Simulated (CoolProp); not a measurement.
Propylene at 293.15 K and 0.076 MPa flows at 3 m/s in a round tube of 10 mm bore and 0.25 µm roughness, fully developed (64/Re and Nu = 3.66 if laminar; Colebrook and Gnielinski if turbulent). Each further row changes one setting.

Computed with CoolProp (reference Helmholtz-energy equation of state, Lemmon 2013).

```csv
case,Reynolds number,Darcy friction factor,pressure drop (Pa/m),heat-transfer coefficient (W/(m² K)),mass flow (kg/h)
as stated,4730,…,22.7,26.4,…
velocity 6 m/s,9470,0.0314,…,…,2.25
diameter 20 mm,9470,0.0314,…,24.4,…
```

Task: What belongs in the gaps?

Result: 
- as stated, Darcy friction factor: 0.0380
- as stated, mass flow (kg/h): 1.13
- velocity 6 m/s, pressure drop (Pa/m): 74.9
- velocity 6 m/s, heat-transfer coefficient (W/(m² K)): 48.8
- diameter 20 mm, pressure drop (Pa/m): 9.36
- diameter 20 mm, mass flow (kg/h): 4.50

Viscosity comes from a separate model (Huber 2003), an estimate that may be off by 10 % or more. Thermal conductivity comes from a separate model (Huber 2003), an estimate that may be off by 10 % or more.
